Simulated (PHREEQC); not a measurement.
Consider water at 25 °C with 62 mmol/kgw FeCl3, 1.6 mmol/kgw Na2SeO4, 1.5 mmol/kgw H2SO4 and 38 mmol/kgw NaCl. Closed to the air; pH follows from the charge balance.

Computed with PHREEQC (ion-association model, wateq4f.dat).

```tsv
quantity	before	after
pH	1.93	2.28
ionic strength (mol/kgw)	0.296	0.0694
Cl- (mol/kgw)	0.186	0.0423
FeCl+2 (mol/kgw)	0.0268	0.00218
Fe+3 (mol/kgw)	0.0164	0.00436
FeCl2+ (mol/kgw)	0.00536	0.000171
SI of Jarosite-Na (NaFe3(SO4)2(OH)6)	-1.68	-1.77
SI of Fe(OH)3(a) (Fe(OH)3)	-1.86	-1.09
```

What was changed between the two runs?
A. diluted 5-fold with water
B. Na2SeO4 from 0.0016 to 0.0032 mol/kgw
C. Na2SeO4 left out
D. 0.002 mol/kgw (NH4)2HPO4 added
E. 0.0013 mol/kgw NaNO3 added

A, diluted 5-fold with water

Precipitation was switched off in this run. Some of these states are supersaturated (in Hematite (slow to form), Goethite (slow to form), for instance).
